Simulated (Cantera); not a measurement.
Cantera run, input and output.

```python
import numpy as np
import cantera as ct

gas = ct.Solution("gri30.yaml")


def delay(T, t_max=10):
    gas.TPX = T, 92000, {'CH3OH': 1.3, 'O2': 2.59, 'N2': 9.72}
    reactor = ct.IdealGasReactor(gas, clone=False)
    net = ct.ReactorNet([reactor])
    net.rtol, net.atol = 1e-8, 1e-16
    while net.time < t_max:
        t_old, T_old = net.time, reactor.T
        net.step()
        if reactor.T > T + 400:  # ignition: a rise of 400 K
            return t_old + (T + 400 - T_old) / (reactor.T - T_old) * (net.time - t_old)
    return np.nan


taus = []
for T in [1273, 1373, 1473, 1573, 1673, 1773, 1873, 1973, 2073, 2173]:
    taus.append(delay(T))
    print(f"T0 = {T:6g} K   tau = {taus[-1]:.4e} s")
```

It prints:

```
T0 =   1273 K   tau = 3.4610e-03 s
T0 =   1373 K   tau = 9.2881e-04 s
T0 =   1473 K   tau = 3.1209e-04 s
T0 =   1573 K   tau = 1.2576e-04 s
T0 =   1673 K   tau = 5.8180e-05 s
T0 =   1773 K   tau = 2.9850e-05 s
T0 =   1873 K   tau = 1.6631e-05 s
T0 =   1973 K   tau = 9.9508e-06 s
T0 =   2073 K   tau = 6.3542e-06 s
T0 =   2173 K   tau = 4.3101e-06 s
```

Cantera simulation using GRI-Mech 3.0 (53 species, 325 reactions); the numbers are that mechanism's predictions, not measurements. GRI-Mech 3.0 was tuned for natural gas; its chemistry of methanol as a main component is partial and can be far from experiment.
